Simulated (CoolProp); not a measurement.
Vapour-liquid equilibrium of acetone (1) + dimethyl carbonate (2) at 324.8 K; x and y are mole fractions of (1).

The numbers come from the multi-fluid Helmholtz-energy mixture model, Lemmon 2006 and Zhou 2011; pair parameters Bell 2016 in CoolProp.

Give the bubble pressure and the first vapour's composition at x = 0.05, 0.2, 0.65. Is there an azeotrope?

x = 0.05: 0.2864 bar, y = 0.171; x = 0.2: 0.3859 bar, y = 0.473; x = 0.65: 0.6525 bar, y = 0.855. No azeotrope shows between x = 0.05 and 0.95.

The pair parameters rest on a limited set of measurements; away from them the model extrapolates.
